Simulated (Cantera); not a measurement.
## Chlorosilane synthesis and conversion: SiCl4 + HCl + H2

Feed: 1 mol SiCl4, 3.8 mol HCl, 11 mol H2, at 1.50 bar.

Equilibrium computed with Cantera from the NASA thermochemical tables; the gas is ideal and each condensed phase is pure. Candidate condensed phases: Si; 19 gas species. The tables' values for SiCl3 are old estimates; treat these amounts as uncertain. The numbers say what is thermodynamically allowed, not how fast it happens.

From 623 K to 1623 K nothing is condensed. The main Si-bearing gas is SiCl4 at 623 K and SiCl2 at 1623 K.

```tsv
T (K)	x H2	x HCl	x SiCl4	x SiCl2	x SiCl3	x SiHCl3
623	0.696	0.241	0.0633	<1e-12	5.83e-11	8.48e-6
723	0.696	0.241	0.0632	<1e-12	6.63e-9	5.47e-5
823	0.696	0.241	0.0631	7.81e-11	2.34e-7	0.000220
923	0.696	0.241	0.0626	9.03e-9	3.75e-6	0.000644
1023	0.695	0.242	0.0618	3.98e-7	3.41e-5	0.00150
1123	0.693	0.244	0.0601	8.60e-6	0.000204	0.00293
1223	0.690	0.247	0.0573	0.000107	0.000875	0.00495
1323	0.685	0.252	0.0522	0.000825	0.00281	0.00720
1423	0.675	0.263	0.0433	0.00403	0.00664	0.00863
1523	0.657	0.281	0.0304	0.0122	0.0112	0.00800
1623	0.637	0.301	0.0175	0.0243	0.0135	0.00573
```
x: gas mole fraction; nothing condenses.
